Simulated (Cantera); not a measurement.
## Counterflow diffusion flame

A counterflow diffusion flame at 0.987 atm, nozzles 20 mm apart: fuel side 53.8 % CO, 32.3 % H2, 14.0 % CH4 at 548 K, oxidiser side 26.0 % O2, 74.0 % N2 at 550 K, fuel mass flux 0.72 times the oxidiser's; mixture-averaged transport, no radiation.

Cantera simulation using GRI-Mech 3.0 (53 species, 325 reactions); the numbers are that mechanism's predictions, not measurements. GRI-Mech 3.0 has no aromatics or soot, which form on the fuel side of real flames. The maximum strain rate includes the flame's own expansion and is several times the mean.

```csv
oxidiser flux (kg/m²/s),max strain (1/s),mean strain (1/s),T max (K),peak x OH,peak x H,peak x NO,peak x CO,peak x C2H2
0.6,397,102,2380,0.0171,0.00985,0.000421,0.556,0.00548
0.79,510,134,2346,0.0172,0.0106,0.000341,0.556,0.00554
1,635,170,2318,0.0171,0.0112,0.000291,0.556,0.00561
1.4,870,238,2278,0.0171,0.0122,0.000235,0.555,0.00572
1.8,1100,306,2253,0.0170,0.0130,0.000206,0.554,0.00582
2.4,1440,408,2221,0.0168,0.0139,0.000176,0.554,0.00586
3.2,1900,544,2191,0.0166,0.0148,0.000151,0.554,0.00589
4.2,2450,714,2163,0.0161,0.0156,0.000129,0.555,0.00583
5.5,3170,935,2135,0.0157,0.0163,0.000110,0.554,0.00568
7.3,4150,1240,2107,0.0152,0.0171,9.11e-5,0.554,0.00542
```
x: mole fraction; the columns are a selection and need not sum to one.
